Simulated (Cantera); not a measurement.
What does this Cantera script print?

```python
import numpy as np
import cantera as ct

gas = ct.Solution("gri30.yaml")


def delay(T, t_max=10):
    gas.TPX = T, 500000, {'H2': 1, 'O2': 0.263, 'N2': 0.989, 'H2O': 0.26}
    reactor = ct.IdealGasConstPressureReactor(gas, clone=False)
    net = ct.ReactorNet([reactor])
    net.rtol, net.atol = 1e-8, 1e-16
    while net.time < t_max:
        t_old, T_old = net.time, reactor.T
        net.step()
        if reactor.T > T + 400:  # ignition: a rise of 400 K
            return t_old + (T + 400 - T_old) / (reactor.T - T_old) * (net.time - t_old)
    return np.nan


taus = []
for T in [925, 1000, 1075, 1150, 1225, 1300, 1375, 1450, 1525, 1600]:
    taus.append(delay(T))
    print(f"T0 = {T:6g} K   tau = {taus[-1]:.4e} s")
```

It prints:

```
T0 =    925 K   tau = 7.1275e-02 s
T0 =   1000 K   tau = 1.1510e-02 s
T0 =   1075 K   tau = 2.1712e-03 s
T0 =   1150 K   tau = 4.0491e-04 s
T0 =   1225 K   tau = 5.7629e-05 s
T0 =   1300 K   tau = 1.2972e-05 s
T0 =   1375 K   tau = 6.8000e-06 s
T0 =   1450 K   tau = 4.5319e-06 s
T0 =   1525 K   tau = 3.3626e-06 s
T0 =   1600 K   tau = 2.6659e-06 s
```

Cantera simulation using GRI-Mech 3.0 (53 species, 325 reactions); the numbers are that mechanism's predictions, not measurements. The hydrogen kinetics of GRI-Mech 3.0 are dated; newer H2 mechanisms differ, most at raised pressure. Below about 950 K walls govern HO2 and H2O2 in real vessels.
